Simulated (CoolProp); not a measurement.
Vapour-liquid equilibrium of n-heptane (1) + m-xylene (2) at 175.75 °C; x and y are mole fractions of (1).

Values from CoolProp's multi-fluid Helmholtz-energy mixture model, Span 2003 and Zhou 2012; pair parameters Bell 2016.

```tsv
x	bubble pressure (kPa)	y at the bubble point	dew pressure at overall composition x (kPa)	liquid density (mol/L)
0.05	272.3	…	…	…
0.2	339.8	0.391	288.2	6.438
0.35	399.5	0.560	327.4	6.209
0.5	454.7	0.687	…	…
0.65	507.7	…	437.4	5.772
0.8	560.3	0.886	511.7	5.563
0.95	613.6	0.972	599.5	5.358
```

Task: Fill in the missing entries.

Result: 
- 0.05, y at the bubble point: 0.129
- 0.05, dew pressure at overall composition x (kPa): 256.5
- 0.05, liquid density (mol/L): 6.675
- 0.5, dew pressure at overall composition x (kPa): 376.4
- 0.5, liquid density (mol/L): 5.987
- 0.65, y at the bubble point: 0.793

No azeotrope shows between x = 0.05 and 0.95.

The pair parameters rest on a limited set of measurements; away from them the model extrapolates.
